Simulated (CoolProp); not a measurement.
A single-stage vapour-compression cycle with R123: evaporating at 267.15 K (dew point), condensing at 297.15 K (bubble point), superheat 0 K, subcooling 0 K, compressor efficiency 0.85, no pressure losses. Each further row changes one setting.

Model: reference Helmholtz-energy equation of state, Younglove 1994, in CoolProp. It is a modified Benedict-Webb-Rubin equation, recast in Helmholtz form.

| case | cooling COP | pressure ratio | discharge temperature (K) | refrigerating effect (kJ/kg) | volumetric capacity (kJ/m³) |
|---|---|---|---|---|---|
| as stated | ? | 3.57 | 303.4 | 154 | 265 |
| evaporating temperature 272.15 K | 8.52 | ? | 301.9 | 157 | 337 |
| condensing temperature 292.15 K | 8.38 | ? | 297.8 | 159 | 274 |
| subcooling 5 K | ? | 3.57 | 303.4 | 159 | 274 |
| superheat 10 K | ? | 3.57 | 313.9 | ? | 266 |
| compressor efficiency 0.75 | 6.05 | 3.57 | 307.7 | 154 | 265 |

Q: Some entries are withheld; supply them.

A: 
- as stated, cooling COP: 6.85
- evaporating temperature 272.15 K, pressure ratio: 2.82
- condensing temperature 292.15 K, pressure ratio: 2.95
- subcooling 5 K, cooling COP: 7.08
- superheat 10 K, cooling COP: 6.87
- superheat 10 K, refrigerating effect (kJ/kg): 160
